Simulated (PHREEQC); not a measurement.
A solution holds 0.056 mol/kgw Na3PO4, 0.0011 mol/kgw NH4BF4 and 0.049 mol/kgw K2HPO4, at 25 °C. Closed to the air; pH follows from the charge balance.

Equilibrium calculation in PHREEQC: ion-association model, phreeqc.dat.

```
Item                          Value
--------------------  -------------
pH                            11.32
ionic strength        0.454 mol/kgw
activity of water             0.994
specific conductance    18100 µS/cm
density                 1.014 g/cm³
total alkalinity         158 meq/kg
```

```json
[
 {"species": "Na+", "molality": "0.164", "activity": "0.118", "log γ": "-0.143"},
 {"species": "K+", "molality": "0.0960", "activity": "0.0624", "log γ": "-0.187"},
 {"species": "HPO4-2", "molality": "0.0519", "activity": "0.0116", "log γ": "-0.652"},
 {"species": "PO4-3", "molality": "0.0473", "activity": "0.00108", "log γ": "-1.640"},
 {"species": "F-", "molality": "0.00423", "activity": "0.00271", "log γ": "-0.194"},
 {"species": "NaHPO4-", "molality": "0.00381", "activity": "0.00266", "log γ": "-0.157"}
]
```

This is a speciation only: nothing precipitates in the calculation. Real BF4- forms and hydrolyses slowly; the run takes it at equilibrium.
